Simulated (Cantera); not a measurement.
Feed: 1 mol C3H6, 0.035 mol H2O, equilibrated at 0.00490 bar.

Method: chemical equilibrium by Gibbs-energy minimisation in Cantera with the NASA 1993 tables (ideal gas, pure condensed phases). Candidate condensed phases: C, C6H6, C7H8, C8H18, H2O; 110 gas species. Equilibrium is a limit: real reactors are often held back by kinetics, nucleation or transport.

log p: log10 of the partial pressure in bar; n: condensed amount in mol.

```tsv
T (K)	log p H2	log p H	log p C3	log p CO	log p C2H2 (acetylene)	n C(graphite)
1075	-2.31	-8.99	<-14	-4.25	-10.44	2.96
1275	-2.31	-7.29	<-14	-4.25	-8.73	2.96
1475	-2.31	-6.04	<-14	-4.25	-7.49	2.96
1675	-2.32	-5.09	<-14	-4.25	-6.55	2.96
1875	-2.32	[?]	[?]	-4.25	[?]	2.96
2075	-2.33	-3.74	-9.78	-4.26	-5.24	2.96
2275	-2.37	-3.26	-7.98	-4.28	-4.79	2.94
2475	[?]	[?]	[?]	-4.32	[?]	2.91
2675	-2.64	-2.61	-5.20	-4.38	-4.30	2.85
2875	-2.95	-2.45	-4.11	-4.46	-4.32	2.54
```

What belongs in the gaps?


- 1875, log p H: -4.34
- 1875, log p C3: -11.99
- 1875, log p C2H2 (acetylene): -5.82
- 2475, log p H2: -2.46
- 2475, log p H: -2.88
- 2475, log p C3: -6.47
- 2475, log p C2H2 (acetylene): -4.47
